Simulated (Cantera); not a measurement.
# Premixed flame

A freely propagating, adiabatic, planar premixed flame of CH4 : C2H6 : O2 : N2 = 1 : 0.042 : 3.16 : 15 (molar parts), unburnt at 375 K and 1000000 Pa; mixture-averaged transport, grid criteria slope 0.08 and curve 0.16, no radiation.

Model: GRI-Mech 3.0 (53 species, 325 reactions), integrated in Cantera. Burning velocities carry a grid error of a few per cent, more on coarse grids.

| z (mm) | T (K) | u (m/s) | x CH4 | x C2H6 | x O2 | x H2O2 | x C2H | x NO |
|---|---|---|---|---|---|---|---|---|
| -1.08 | 377 | 0.0377 | 0.0520 | 0.00219 | 0.164 | 1.85e-7 | <1e-8 | <1e-8 |
| -0.719 | 392 | 0.0392 | 0.0512 | 0.00218 | 0.163 | 1.58e-6 | <1e-8 | <1e-8 |
| -0.539 | 432 | 0.0433 | 0.0493 | 0.00215 | 0.161 | 5.66e-6 | <1e-8 | <1e-8 |
| -0.360 | 581 | 0.0584 | 0.0427 | 0.00197 | 0.149 | 2.20e-5 | <1e-8 | <1e-8 |
| -0.180 | 973 | 0.0982 | 0.0252 | 0.00120 | 0.116 | 6.10e-5 | <1e-8 | 3.84e-8 |
| -0.0899 | 1275 | 0.129 | 0.0114 | 0.000446 | 0.0872 | 3.18e-5 | <1e-8 | 2.72e-7 |
| 0 | 1549 | 0.156 | 0.00109 | 1.67e-5 | 0.0613 | 2.31e-6 | <1e-8 | 7.03e-7 |
| 0.0899 | 1637 | 0.164 | 5.20e-6 | <1e-8 | 0.0542 | 5.18e-7 | <1e-8 | 9.62e-7 |
| 0.180 | 1653 | 0.166 | 3.60e-8 | <1e-8 | 0.0532 | 2.48e-7 | <1e-8 | 1.05e-6 |
| 0.360 | 1659 | 0.166 | <1e-8 | <1e-8 | 0.0530 | 8.71e-8 | <1e-8 | 1.10e-6 |
| 0.719 | 1660 | 0.166 | <1e-8 | <1e-8 | 0.0529 | 4.31e-8 | <1e-8 | 1.12e-6 |
| 1.44 | 1660 | 0.166 | <1e-8 | <1e-8 | 0.0529 | 3.90e-8 | <1e-8 | 1.15e-6 |
| 2.88 | 1660 | 0.166 | <1e-8 | <1e-8 | 0.0529 | 3.89e-8 | <1e-8 | 1.20e-6 |
x: mole fraction of selected species; z is measured from the peak of heat release.

laminar burning velocity: 3.75 cm/s
thermal thickness: 0.360 mm
peak x(H2O2): 6.25e-5
peak x(C2H): <1e-8
grid points: 124
